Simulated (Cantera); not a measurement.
# Adiabatic ignition

An adiabatic, constant-volume homogeneous reactor starts with H2 : O2 : N2 = 1 : 0.526 : 1.98 (molar parts), equivalence ratio 0.95, at 1175 K and 101000 Pa.

Model: GRI-Mech 3.0 (53 species, 325 reactions), integrated in Cantera.

```csv
t (s),T (K),P (bar),x H2,x O2,x H2O2,x N2O,x O
4.00e-6,1175,1.01,0.285,0.150,2.29e-11,<1e-12,1.42e-9
1.19e-5,1175,1.01,0.285,0.150,3.27e-10,<1e-12,2.44e-8
3.56e-5,1176,1.01,0.285,0.150,3.72e-7,3.74e-11,4.04e-5
0.000106,2907,2.26,0.0419,0.0206,7.87e-7,6.47e-7,0.00866
0.000317,2919,2.26,0.0418,0.0187,7.91e-7,7.26e-7,0.00780
0.000948,2913,2.25,0.0426,0.0172,7.50e-7,8.08e-7,0.00731
0.00283,2912,2.25,0.0426,0.0171,7.46e-7,8.19e-7,0.00726
0.00844,2912,2.25,0.0426,0.0171,7.46e-7,8.19e-7,0.00726
0.0252,2912,2.25,0.0426,0.0171,7.46e-7,8.19e-7,0.00726
0.0752,2912,2.25,0.0426,0.0171,7.46e-7,8.19e-7,0.00726
0.224,2912,2.25,0.0426,0.0171,7.46e-7,8.19e-7,0.00726
0.670,2912,2.25,0.0426,0.0171,7.46e-7,8.19e-7,0.00726
2.00,2912,2.25,0.0426,0.0171,7.46e-7,8.19e-7,0.00726
```
x: mole fraction; the columns are a selection and need not sum to one.

time of steepest temperature rise: 51.0 µs
temperature at 2.00 s: 2912 K
equilibrium temperature: 2912 K
x(H2) at 2.00 s: 0.0426 (gas-phase equilibrium 0.0426)
x(O2) at 2.00 s: 0.0171 (gas-phase equilibrium 0.0171)
x(H2O2) at 2.00 s: 7.46e-7 (gas-phase equilibrium 7.46e-7)
